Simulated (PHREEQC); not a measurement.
A column of 1 m (30 cells, dispersivity 0.035 m, 60 s a shift, diffusion coefficient 3e-10 m²/s) holds 0.28 eq of the database's cation exchanger X per kg of pore water, first in equilibrium with 44 mmol/kgw KBr and 0.01 mmol/kgw HCl. It is flushed with 0.081 mol/kgw SrCl2, 0.00089 mol/kgw CuCl2 and 1e-05 mol/kgw HCl, at 25 °C. Values are for the last cell. CO2 from the air is kept out. Nothing may precipitate in this run.

Model: ion-association model, phreeqc.dat, run in PHREEQC.

```
pore volumes  Sr in solution (mol/kgw)  Br in solution (mol/kgw)  Cu in solution (mol/kgw)  Cl in solution (mol/kgw)  K in solution (mol/kgw)  CuX2 on the exchanger (mol/kgw)  SrX2 on the exchanger (mol/kgw)
------------  ------------------------  ------------------------  ------------------------  ------------------------  -----------------------  -------------------------------  -------------------------------
0                                    0                    0.0440                         0                   1.00e-5                   0.0440                                0                                0
0.6167                               0                    0.0421                         0                   0.00695                   0.0491                                0                                0
1.417                         0.000839                   0.00321                  0.000238                     0.152                    0.153                         0.000192                          0.00159
2.017                           0.0156                  0.000102                  0.000689                     0.163                    0.131                         0.000501                           0.0267
2.617                           0.0414                   2.14e-6                  0.000843                     0.164                   0.0793                         0.000617                           0.0710
3.417                           0.0666                   9.65e-9                  0.000884                     0.164                   0.0288                         0.000651                            0.115
4.017                           0.0753                  1.54e-10                  0.000889                     0.164                   0.0114                         0.000655                            0.130
4.617                           0.0789                  2.36e-12                  0.000890                     0.164                  0.00414                         0.000656                            0.136
5.417                           0.0805                         0                  0.000890                     0.164                 0.000982                         0.000657                            0.139
6.017                           0.0808                         0                  0.000890                     0.164                 0.000319                         0.000657                            0.139
```

Species that the database lacks are ignored.
